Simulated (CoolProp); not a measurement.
Model: reference Helmholtz-energy equation of state, Aleksandrov 2011, in CoolProp. It is a short technical equation, of lower accuracy than the large ones.

**Question.** For n-undecane, give the phase and the Z, cp (kJ/(kg K)), cv (kJ/(kg K)), speed of sound (m/s) at 346.85 °C and 2.49 MPa.

**Answer.** 
- 346.85 °C and 2.49 MPa: liquid; Z 0.179, cp 3.71, cv 2.98, speed of sound 233
